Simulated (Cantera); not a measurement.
A closed system holds: 1 mol SiO₂, 1800 mol H₂, 1.6 mol H₂O, held at 1527 °C and 1.70 mbar.

These are equilibrium values from Cantera (NASA tables, ideal gas, pure condensed phases), not measurements of a reactor. Candidate condensed phases: H₂O, Si, SiO₂; 18 gas species. Rates play no part.

Base state: H₂ 0.989, H 0.00864, H₂O 0.00144, SiO 0.000552 (mole fractions); condensed: gas only.

Q: What changes in the equilibrium state with this change: SiO₂ replaced by Nb₂O₅?

A: 
| species | before | after |
|---|---|---|
| H₂ | 0.989 | 0.989 |
| H | 0.00864 | 0.00864 |
| H₂O | 0.00144 | 0.00251 |
| SiO | 0.000552 | 0 |
| NbO₂ | 0 | 2.61e-5 |
| NbO(s), mol | 0 | 1.95 |
NbO: taken at fixed stoichiometry. Further candidate phases: Nb, NbO, NbO₂, Nb₂O₅.
